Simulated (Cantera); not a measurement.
Input (Python, Cantera):

```python
import numpy as np
import cantera as ct

gas = ct.Solution("gri30.yaml")
gas.TPX = 1448, 1000000, {'CH4': 1, 'CO': 0.1, 'O2': 0.932, 'N2': 4.57, 'H2O': 0.018}
reactor = ct.IdealGasConstPressureReactor(gas, energy="on", clone=False)
net = ct.ReactorNet([reactor])
net.rtol, net.atol = 1e-08, 1e-16
show = ['CH4', 'CO', 'O2', 'NO2', 'HO2']
times = np.geomspace(3e-06, 0.7, 15)

steps = ct.SolutionArray(gas, extra=["t"])
rows = []
print(f"{'t/s':>10s}{'T/K':>9s}{'P/Pa':>11s}" + "".join(f"{s:>11s}" for s in show))
for t in times:
    while net.time < t:
        t_next = net.step()
        steps.append(gas.state, t=t_next)
    rows.append([np.interp(t, steps.t, y) for y in (steps.T, steps.P, *steps(*show).X.T)])
    print(f"{t:10.3e}{rows[-1][0]:9.1f}{rows[-1][1]:11.4g}" + "".join(f"{x:11.3e}" for x in rows[-1][2:]))
rate = np.gradient(steps.T, steps.t)
print("integrator steps:", len(steps.t))
if steps.T.max() > steps.T[0] + 200:
    print(f"time of steepest temperature rise: {steps.t[rate.argmax()]:.4e} s")
gas.TPX = 1448, 1000000, {'CH4': 1, 'CO': 0.1, 'O2': 0.932, 'N2': 4.57, 'H2O': 0.018}
gas.equilibrate("HP")
print(f"equilibrium (HP): T = {gas.T:.1f} K  " + "  ".join(f"{s} {gas[s].X[0]:.3e}" for s in show))
```

Output:

```
       t/s      T/K       P/Pa        CH4         CO         O2        NO2        HO2
 3.000e-06   1448.0      1e+06  1.511e-01  1.511e-02  1.408e-01  5.775e-20  1.160e-06
 7.254e-06   1448.0      1e+06  1.510e-01  1.511e-02  1.408e-01  9.482e-19  2.142e-06
 1.754e-05   1448.0      1e+06  1.510e-01  1.510e-02  1.408e-01  1.630e-17  2.890e-06
 4.240e-05   1448.3      1e+06  1.509e-01  1.510e-02  1.407e-01  2.618e-16  3.294e-06
 1.025e-04   1449.7      1e+06  1.505e-01  1.511e-02  1.405e-01  4.315e-15  5.286e-06
 2.479e-04   1456.5      1e+06  1.487e-01  1.529e-02  1.394e-01  9.544e-14  1.220e-05
 5.994e-04   1584.1      1e+06  1.218e-01  2.422e-02  1.193e-01  2.783e-11  8.984e-05
 1.449e-03   2293.0      1e+06  2.827e-04  1.277e-01  1.551e-07  1.751e-10  3.565e-10
 3.504e-03   2290.9      1e+06  2.646e-08  1.286e-01  1.511e-07  1.866e-10  3.476e-10
 8.472e-03   2291.2      1e+06  4.580e-09  1.287e-01  1.516e-07  9.893e-11  3.488e-10
 2.048e-02   2291.3      1e+06  4.443e-09  1.287e-01  1.519e-07  5.186e-11  3.494e-10
 4.952e-02   2291.3      1e+06  4.416e-09  1.287e-01  1.520e-07  3.630e-11  3.496e-10
 1.197e-01   2291.3      1e+06  4.414e-09  1.287e-01  1.520e-07  3.466e-11  3.496e-10
 2.895e-01   2291.3      1e+06  4.414e-09  1.287e-01  1.520e-07  3.465e-11  3.496e-10
 7.000e-01   2291.3      1e+06  4.414e-09  1.287e-01  1.520e-07  3.465e-11  3.496e-10
integrator steps: 2257
time of steepest temperature rise: 6.5363e-04 s
equilibrium (HP): T = 2291.3 K  CH4 4.972e-09  CO 1.287e-01  O2 1.520e-07  NO2 3.465e-11  HO2 3.496e-10
```

Cantera simulation using GRI-Mech 3.0 (53 species, 325 reactions); the numbers are that mechanism's predictions, not measurements.
